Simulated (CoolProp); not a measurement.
Saturation properties of methanol (Tc = 513.4 K, pc = 8216 kPa, ω = 0.565).

The numbers come from the reference Helmholtz-energy equation of state, de Reuck 1993 in CoolProp.

| T (K) | p (kPa) | liquid density (kg/m³) | vapour density (kg/m³) | surface tension (mN/m) | liquid viscosity (µPa s) |
|---|---|---|---|---|---|
| 408.3 | 963.3 | 667.6 | 10.90 | 12.1 | 158 |
| 414.4 | 1125 | 659.1 | … | 11.4 | 149 |
| 420.4 | 1304 | 650.3 | 14.91 | 10.7 | … |
| 426.5 | … | 641.1 | 17.40 | 10.1 | 133 |
| 432.5 | 1734 | 631.5 | 20.20 | … | 126 |
| 438.6 | 1989 | 621.2 | 23.46 | 8.67 | 119 |
| 444.6 | 2267 | 610.6 | 27.12 | 7.96 | 112 |
| 450.7 | 2581 | 599.1 | 31.34 | 7.23 | 105 |
| 456.8 | 2927 | … | 36.10 | 6.49 | 98.7 |
| 462.8 | 3300 | 574.0 | 41.35 | 5.76 | 92.7 |
| 468.9 | 3715 | 559.8 | 47.38 | 5.01 | 86.8 |
| 474.9 | … | … | 54.25 | … | 81.2 |

**Question.** Fill in the missing entries.

**Answer.** 
- 414.4, vapour density (kg/m³): 12.79
- 420.4, liquid viscosity (µPa s): 141
- 426.5, p (kPa): 1509
- 432.5, surface tension (mN/m): 9.37
- 456.8, liquid density (kg/m³): 586.9
- 474.9, p (kPa): 4161
- 474.9, liquid density (kg/m³): 544.6
- 474.9, surface tension (mN/m): 4.27

It boils at 337.6 K under 1 atm.

Viscosity comes from a separate model (Xiang 2006). Surface tension comes from a separate correlation (Mulero 2012).
